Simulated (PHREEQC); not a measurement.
# Reverse-osmosis permeate (model solution)

A made-up water analysis in mg/L, 58 °C, pH 6.07, pe 8.2: Na 1.58; K 2.59; Ca 5.26; Mg 1.32; Cl 8.52; S(6) as SO4 0.543; Alkalinity as HCO3 15.8; Cd 0.0111; Li 0.0437; Pb 0.938; O(0) (dissolved oxygen) 0.0224; Si as SiO2 0.23; N(5) as NO3 0.0314.

Valence states are taken as typed.

The numbers come from PHREEQC with the ion-association model, phreeqc.dat.

Each row changes one thing in this solution. No solid was allowed to form.

```tsv
case	CO2 (mol/kgw)	HCO3- (mol/kgw)	SO4-2 (mol/kgw)	Pb+2 (mol/kgw)	PbCO3 (mol/kgw)	PbHCO3+ (mol/kgw)	SI of Pb(OH)2 (Pb(OH)2)	SI of Quartz (SiO2)
as made	0.000411	0.000257	5.40e-6	2.95e-6	9.33e-7	5.28e-7	-0.57	-1.87
temperature from 58 to 30 °C at the same typed pH	0.000452	0.000257	5.48e-6	3.13e-6	7.28e-7	___	-1.40	___
all concentrations times 3 at the same typed pH	0.00119	0.000759	1.52e-5	5.65e-6	4.75e-6	2.75e-6	-0.33	-1.40
Cl from 8.52 to 17 mg/L	0.000410	0.000257	5.41e-6	___	9.15e-7	5.19e-7	-0.58	-1.87
pH from 6.07 to 7.07 at the same alkalinity	4.00e-5	0.000250	5.41e-6	___	3.11e-6	1.76e-7	+0.96	___
```

Some entries are withheld; supply them.


- temperature from 58 to 30 °C at the same typed pH, PbHCO3+ (mol/kgw): 5.66e-7
- temperature from 58 to 30 °C at the same typed pH, SI of Quartz (SiO2): -1.51
- Cl from 8.52 to 17 mg/L, Pb+2 (mol/kgw): 2.92e-6
- pH from 6.07 to 7.07 at the same alkalinity, Pb+2 (mol/kgw): 1.01e-6
- pH from 6.07 to 7.07 at the same alkalinity, SI of Quartz (SiO2): -1.88

Some of these states are supersaturated (in Cerussite, Pb(OH)2, for instance). At this temperature some constants are extrapolated from 25 °C, and those without enthalpy data are left unchanged.
